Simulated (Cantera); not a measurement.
Predominance diagram of Na at 652 °C against the partial pressures of O2 and S2 (log10, bar). Source: NASA polynomial tables (part measured, part estimated), evaluated in Cantera. Candidates: Na(l), Na2O(s), Na2O2(s), Na2S(s), Na2SO4(s). Only these pure phases compete in this equilibrium. Not in the tables: pyrosulfates.

Problem. Which phase is stable at these pairs, and which metal-bearing vapour leads over it? (-20.5, -15); (-44, -3.8); (-14.7, -7.5); (-20.5, 0); (-32.3, -9.4); (-41.1, -3.8); (-17.6, -3.8)

Solution. 
```
log p(O2)  log p(S2)      phase  chief vapour  log p (bar)
---------  ---------  ---------  ------------  -----------
-20.5            -15    Na2S(s)            Na         -6.3
-44             -3.8    Na2S(s)            Na         -9.1
-14.7           -7.5  Na2SO4(s)        Na2SO4        -10.9
-20.5              0    Na2S(s)            Na        -10.0
-32.3           -9.4    Na2S(s)            Na         -7.7
-41.1           -3.8    Na2S(s)            Na         -9.1
-17.6           -3.8  Na2SO4(s)        Na2SO4        -10.9
```
